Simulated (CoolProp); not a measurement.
Vapour pressure (MPa) of ethylene: the reference equation beside estimates from Tc = 9.2 °C, pc = 5.042 MPa, ω = 0.087. Clausius-Clapeyron is anchored at -40.85 °C with a constant enthalpy of vaporisation of 10.10 kJ/mol.

Computed with CoolProp (reference Helmholtz-energy equation of state, Smukala 2000).

| T (°C) | reference | Lee-Kesler | Clausius-Clapeyron | van der Waals | Redlich-Kwong | Soave-Redlich-Kwong | Peng-Robinson |
|---|---|---|---|---|---|---|---|
| -54.65 | 0.9092 | 0.9104 | 1.017 | 1.655 | 0.9743 | 0.9151 | 0.9087 |
| -51.15 | 1.023 | 1.024 | 1.110 | 1.783 | 1.095 | 1.030 | 1.022 |
| -47.75 | 1.142 | 1.143 | 1.206 | 1.914 | 1.221 | 1.152 | 1.142 |
| -44.35 | 1.272 | 1.272 | 1.307 | 2.051 | 1.358 | 1.283 | 1.272 |
| -40.85 | 1.415 | 1.416 | 1.415 | 2.197 | 1.508 | 1.430 | 1.417 |
| -37.45 | 1.566 | 1.566 | 1.526 | 2.346 | 1.666 | 1.583 | 1.568 |
| -34.05 | 1.728 | 1.728 | 1.642 | 2.502 | 1.833 | 1.748 | 1.731 |
| -30.55 | 1.907 | 1.906 | 1.767 | 2.668 | 2.018 | 1.930 | 1.912 |
| -27.15 | 2.094 | 2.092 | 1.894 | 2.835 | 2.209 | 2.119 | 2.100 |
| -23.75 | 2.293 | 2.290 | 2.026 | 3.010 | 2.411 | 2.321 | 2.301 |
| -20.25 | 2.512 | 2.509 | 2.167 | 3.196 | 2.632 | 2.543 | 2.522 |
| -16.85 | 2.739 | 2.736 | 2.310 | 3.383 | 2.859 | 2.773 | 2.751 |
| -13.45 | 2.981 | 2.978 | 2.458 | 3.577 | 3.099 | 3.017 | 2.996 |

Absolute difference from the reference over all 13 rows, mean and median: Lee-Kesler 0.1 and 0.1 %, Clausius-Clapeyron 8.6 and 8.5 %, van der Waals 47.1 and 44.8 %, Redlich-Kwong 5.9 and 6.1 %, Soave-Redlich-Kwong 1.1 and 1.2 %, Peng-Robinson 0.2 and 0.2 %.
